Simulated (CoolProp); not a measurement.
Vapour-liquid equilibrium of n-octane (1) + n-dodecane (2) at 0.00309 MPa; x and y are mole fractions of (1).

Model: multi-fluid Helmholtz-energy mixture model, Beckmüller 2019 and Lemmon 2004; pair parameters Bell 2016, in CoolProp.

Q: Give the bubble temperature and the first vapour's composition at x = 0.25, 0.55, 0.85. Is there an azeotrope?

A: x = 0.25: 336.9 K, y = 0.930; x = 0.55: 319.6 K, y = 0.987; x = 0.85: 310.5 K, y = 0.998. No azeotrope shows between x = 0.05 and 0.95.

The pair parameters rest on a limited set of measurements; away from them the model extrapolates.
